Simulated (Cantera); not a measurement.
A closed system holds: 1 mol SO₂, 2.6 mol O₂, 2.4 mol H₂, at 6.70 mbar.

These are equilibrium values from Cantera (NASA tables, ideal gas, pure condensed phases), not measurements of a reactor. Candidate condensed phases: H₂O, H₂SO₄, S; 19 gas species. Kinetics and transport are ignored. All values below are at 2123 K.

Base state: H₂O 0.466, O₂ 0.279, SO₂ 0.202, OH 0.0292, O 0.0105, H₂ 0.00747, H 0.00379, SO 0.00198 (mole fractions); condensed: gas only.

Task: What changes in the equilibrium state with this change: H₂ from 2.4 to 0.31 mol?

Result: 
```json
[
 {"species": "O₂", "before": "0.279", "after": "0.632"},
 {"species": "SO₂", "before": "0.202", "after": "0.261"},
 {"species": "H₂O", "before": "0.466", "after": "0.0730"},
 {"species": "OH", "before": "0.0292", "after": "0.0142"},
 {"species": "O", "before": "0.0105", "after": "0.0158"},
 {"species": "H₂", "before": "0.00747", "after": "0.000776"},
 {"species": "H", "before": "0.00379", "after": "0.00122"},
 {"species": "SO₃", "before": "3.55e-5", "after": "6.90e-5"},
 {"species": "SO", "before": "0.00198", "after": "0.00170"}
]
```
